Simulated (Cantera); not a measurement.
A closed system holds: 1 mol BN, 0.16 mol H2O, equilibrated at 1323.15 K and 0.133 bar.

Method: chemical equilibrium by Gibbs-energy minimisation in Cantera with the NASA 1993 tables (ideal gas, pure condensed phases). Candidate condensed phases: B, BN, B2O3, B3O3H3, H2O; 39 gas species. Mutual solubility and eutectic melting of coexisting phases are not modelled. Gases not in the tables: H3BO3. Equilibrium is a limit: real reactors are often held back by kinetics, nucleation or transport.

**Question.** What is the equilibrium state?

**Answer.** x(H2): 0.748
x(N2): 0.249
x(H2O): 0.00203
x(HBO2): 0.000499
x(HBO): 2.89e-5
x(NH3): 4.88e-6
x(H): 3.77e-6
x(B2O3): 2.62e-6
n(BN(s)): 0.894 mol
n(B2O3(l)): 0.0531 mol
gas amount: 0.2132 mol
log10 activity of B(s) (absent): -4.56
log10 activity of B3O3H3(s) (absent): -12.14
